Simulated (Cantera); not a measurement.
What does this Cantera script print?

```python
import numpy as np
import cantera as ct

gas_names = [...]  # 118 gases of nasa_gas.yaml made of C, Cl, F, H
cond_names = """
    C(gr) C6H6(L) C7H8(L) C8H18(L),n-octa
""".split()


# ... load() reads the species with a 1 bar reference pressure and builds the phases ...
atoms = {
    'CHF3': {'C': 1, 'H': 1, 'F': 3},
    'HCl': {'H': 1, 'CL': 1},
}
top_T = {'C(gr)': 4500}  # K; cautious upper limits of use, not melting points


# ... equilibrate(T, P, feed) seeds the gas with the atoms and calls Mixture.equilibrate('TP', solver="vcs", rtol=1e-11, max_steps=5000) ...
results = []
feed = {'CHF3': 1, 'HCl': 0.1}  # mol
T = 1998.15  # K
P = 133.322  # Pa
mix = equilibrate(T, P, feed)
results.append((T, P, feed, dict(zip(mix.species_names, mix.species_moles))))
print(gas.report(threshold=0.0001))
for i in range(1, mix.n_phases):
    print(f"{mix.phase(i).name:16s} {mix.phase_moles(i):12.5e} mol")
```

Result:

```
       temperature   1998.2 K
          pressure   133.32 Pa
           density   0.00028229 kg/m^3
  mean mol. weight   35.176 kg/kmol
   phase of matter   gas

                          1 kg             1 kmol
                     ---------------   ---------------
          enthalpy       -6.7719e+06       -2.3821e+08  J
   internal energy       -7.2441e+06       -2.5482e+08  J
           entropy            9594.5         3.375e+05  J/K
    Gibbs function       -2.5943e+07       -9.1259e+08  J
 heat capacity c_p            1315.3             46266  J/K
 heat capacity c_v            1078.9             37951  J/K

                      mass frac. Y      mole frac. X     chem. pot. / RT
                     ---------------   ---------------   ---------------
                CF         0.0004062        0.00046079           -28.768
               CF2            0.1696            0.1193           -54.772
               CF3         0.0073566         0.0037501           -80.776
               CF4           0.39384           0.15742           -106.78
                CL          0.051773          0.051374           -24.986
                 F          0.054119            0.1002           -26.004
               HCL        0.00016511        0.00015931            -47.23
                HF           0.32263           0.56728           -48.248
     [ +110 minor]         0.0001023        5.2979e-05

C(gr)             4.55358e-01 mol
```

These are equilibrium values from Cantera (NASA tables, ideal gas, pure condensed phases), not measurements of a reactor. Gases not in the tables: C2F6 and larger saturated fluorocarbons.
